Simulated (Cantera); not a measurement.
A perfectly stirred reactor is fed with 6.30 % C₂H₄, 19.3 % O₂, 72.4 % N₂, 2.02 % CO₂, equivalence ratio 0.98, at 1.01 bar; it is adiabatic with a 800 K inlet, and is followed from long to short residence time, starting on the burning branch (τ in s: 0.062, 0.025, 0.01, 0.004, 0.0016, 0.00064, 0.00026, 0.0001, 4.1e-05, 1.6e-05).

Model: GRI-Mech 3.0 (53 species, 325 reactions), integrated in Cantera. GRI-Mech 3.0 was tuned for natural gas; its chemistry of ethylene as a main component is partial and can be far from experiment.

### Question
Predict: blow-out, bracketed by the residence times tried; x(C₂H₄) at τ = 62.0 ms; x(O₂) at τ = 62.0 ms; x(CO₂) at τ = 62.0 ms; x(C₂H) at τ = 62.0 ms; x(CH₃) at τ = 62.0 ms; x(C₂H₄) at τ = 0.640 ms; x(O₂) at τ = 0.640 ms; x(CO₂) at τ = 0.640 ms; x(C₂H) at τ = 0.640 ms; x(CH₃) at τ = 0.640 ms.

### Answer
```
Quantity                                                                           Value
------------------------------------------------  --------------------------------------
blow-out, bracketed by the residence times tried  burning at 16.0 µs, the shortest tried
x(C₂H₄) at τ = 62.0 ms                                                           6.17e-7
x(O₂) at τ = 62.0 ms                                                              0.0182
x(CO₂) at τ = 62.0 ms                                                              0.108
x(C₂H) at τ = 62.0 ms                                                            1.75e-8
x(CH₃) at τ = 62.0 ms                                                            1.32e-7
x(C₂H₄) at τ = 0.640 ms                                                          3.29e-5
x(O₂) at τ = 0.640 ms                                                             0.0300
x(CO₂) at τ = 0.640 ms                                                            0.0879
x(C₂H) at τ = 0.640 ms                                                           5.04e-7
x(CH₃) at τ = 0.640 ms                                                           6.53e-6
```
